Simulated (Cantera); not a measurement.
A Cantera script and its output.

```python
import numpy as np
import cantera as ct

gas = ct.Solution("gri30.yaml")
gas.TPX = 2075, 120000, {'CH4': 1, 'H2O': 1.4, 'H2': 0.23}
reactor = ct.IdealGasConstPressureReactor(gas, energy="off", clone=False)
net = ct.ReactorNet([reactor])
net.rtol, net.atol = 1e-08, 1e-18
show = ['CH4', 'H2O', 'H2', 'O', 'OH', 'HO2']
times = np.geomspace(3e-05, 100, 15)

steps = ct.SolutionArray(gas, extra=["t"])
rows = []
print(f"{'t/s':>10s}{'T/K':>9s}{'P/Pa':>11s}" + "".join(f"{s:>11s}" for s in show))
for t in times:
    while net.time < t:
        t_next = net.step()
        steps.append(gas.state, t=t_next)
    rows.append([np.interp(t, steps.t, y) for y in (steps.T, steps.P, *steps(*show).X.T)])
    print(f"{t:10.3e}{rows[-1][0]:9.1f}{rows[-1][1]:11.4g}" + "".join(f"{x:11.3e}" for x in rows[-1][2:]))
rate = np.gradient(steps.T, steps.t)
print("integrator steps:", len(steps.t))
if steps.T.max() > steps.T[0] + 200:
    print(f"time of steepest temperature rise: {steps.t[rate.argmax()]:.4e} s")
gas.TPX = 2075, 120000, {'CH4': 1, 'H2O': 1.4, 'H2': 0.23}
gas.equilibrate("TP")
print(f"equilibrium (TP): T = {gas.T:.1f} K  " + "  ".join(f"{s} {gas[s].X[0]:.3e}" for s in show))
```

Output:

```
       t/s      T/K       P/Pa        CH4        H2O         H2          O         OH        HO2
 3.000e-05   2075.0    1.2e+05  2.095e-01  4.724e-01  2.436e-01  2.752e-07  1.884e-04  1.544e-10
 8.771e-05   2075.0    1.2e+05  1.059e-01  4.183e-01  3.678e-01  1.779e-07  1.610e-04  1.306e-10
 2.564e-04   2075.0    1.2e+05  4.543e-02  3.771e-01  4.461e-01  1.535e-07  1.484e-04  1.199e-10
 7.497e-04   2075.0    1.2e+05  2.126e-02  3.303e-01  5.002e-01  1.501e-07  1.337e-04  1.026e-10
 2.192e-03   2075.0    1.2e+05  1.499e-02  2.610e-01  5.572e-01  1.294e-07  1.006e-04  5.784e-11
 6.408e-03   2075.0    1.2e+05  1.011e-02  1.798e-01  6.211e-01  1.003e-07  6.455e-05  2.392e-11
 1.873e-02   2075.0    1.2e+05  5.054e-03  1.161e-01  6.717e-01  7.425e-08  3.966e-05  9.281e-12
 5.477e-02   2075.0    1.2e+05  1.331e-03  8.587e-02  6.965e-01  5.911e-08  2.864e-05  4.960e-12
 1.601e-01   2075.0    1.2e+05  1.046e-05  8.125e-02  7.009e-01  5.676e-08  2.708e-05  4.458e-12
 4.682e-01   2075.0    1.2e+05  3.281e-08  8.124e-02  7.009e-01  5.680e-08  2.709e-05  4.460e-12
 1.369e+00   2075.0    1.2e+05  3.281e-08  8.124e-02  7.009e-01  5.680e-08  2.709e-05  4.460e-12
 4.002e+00   2075.0    1.2e+05  3.281e-08  8.124e-02  7.009e-01  5.680e-08  2.709e-05  4.460e-12
 1.170e+01   2075.0    1.2e+05  3.281e-08  8.124e-02  7.009e-01  5.680e-08  2.709e-05  4.460e-12
 3.420e+01   2075.0    1.2e+05  3.281e-08  8.124e-02  7.009e-01  5.680e-08  2.709e-05  4.460e-12
 1.000e+02   2075.0    1.2e+05  3.281e-08  8.124e-02  7.009e-01  5.680e-08  2.709e-05  4.460e-12
integrator steps: 1850
equilibrium (TP): T = 2075.0 K  CH4 3.899e-08  H2O 8.124e-02  H2 7.009e-01  O 5.680e-08  OH 2.709e-05  HO2 4.460e-12
```

Computed with Cantera and GRI-Mech 3.0 (53 species, 325 reactions).
